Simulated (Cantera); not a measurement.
An adiabatic, constant-volume homogeneous reactor starts with CH₄ : CO : O₂ : N₂ = 1 : 0.041 : 5.05 : 32.8 (molar parts), equivalence ratio 0.40, at 1648 K and 180 Torr.

Detailed kinetics in Cantera: GRI-Mech 3.0 (53 species, 325 reactions).

Task: Predict: time of steepest temperature rise; temperature at 0.600 s; equilibrium temperature; x(CO) at 0.600 s; x(O₂) at 0.600 s; x(O) at 0.600 s; x(H₂O₂) at 0.600 s.

Result: 
| Quantity | Value |
|---|---|
| time of steepest temperature rise | 1.42 ms |
| temperature at 0.600 s | 2276 K |
| equilibrium temperature | 2275 K |
| x(CO) at 0.600 s | 0.00162 (gas-phase equilibrium 0.00162) |
| x(O₂) at 0.600 s | 0.0722 (gas-phase equilibrium 0.0721) |
| x(O) at 0.600 s | 0.00202 (gas-phase equilibrium 0.00201) |
| x(H₂O₂) at 0.600 s | 3.11e-8 (gas-phase equilibrium 3.10e-8) |
